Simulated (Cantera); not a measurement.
A perfectly stirred reactor is fed with CH4 : H2O = 1 : 2.8 (molar parts), at 180 Torr; it is held at 1925 K, and followed from long to short residence time.

Computed with Cantera and GRI-Mech 3.0 (53 species, 325 reactions).

x: mole fraction; the columns are a selection and need not sum to one.

```json
[
 {"τ (s)": "10", "x CH4": "0.000584", "x H2O": "0.292", "x CH2": "9.02e-8", "x HCO": "[?]", "x O": "1.23e-7", "x H2O2": "3.35e-11"},
 {"τ (s)": "1.7", "x CH4": "0.00265", "x H2O": "0.297", "x CH2": "4.14e-7", "x HCO": "[?]", "x O": "1.23e-7", "x H2O2": "3.46e-11"},
 {"τ (s)": "0.30", "x CH4": "0.00837", "x H2O": "0.323", "x CH2": "1.40e-6", "x HCO": "[?]", "x O": "1.25e-7", "x H2O2": "4.22e-11"},
 {"τ (s)": "0.052", "x CH4": "0.0202", "x H2O": "0.403", "x CH2": "3.78e-6", "x HCO": "[?]", "x O": "1.27e-7", "x H2O2": "7.12e-11"},
 {"τ (s)": "0.0089", "x CH4": "0.0439", "x H2O": "0.524", "x CH2": "8.23e-6", "x HCO": "[?]", "x O": "1.28e-7", "x H2O2": "1.28e-10"},
 {"τ (s)": "0.0015", "x CH4": "0.0983", "x H2O": "0.623", "x CH2": "1.38e-5", "x HCO": "[?]", "x O": "1.33e-7", "x H2O2": "1.66e-10"},
 {"τ (s)": "0.00026", "x CH4": "0.190", "x H2O": "0.698", "x CH2": "1.59e-5", "x HCO": "[?]", "x O": "1.43e-7", "x H2O2": "1.48e-10"}
]
```

Task: Complete the blanks.

Result: 
- 10, x HCO: 2.38e-8
- 1.7, x HCO: 3.18e-8
- 0.30, x HCO: 5.59e-8
- 0.052, x HCO: 1.19e-7
- 0.0089, x HCO: 2.63e-7
- 0.0015, x HCO: 4.84e-7
- 0.00026, x HCO: 5.48e-7
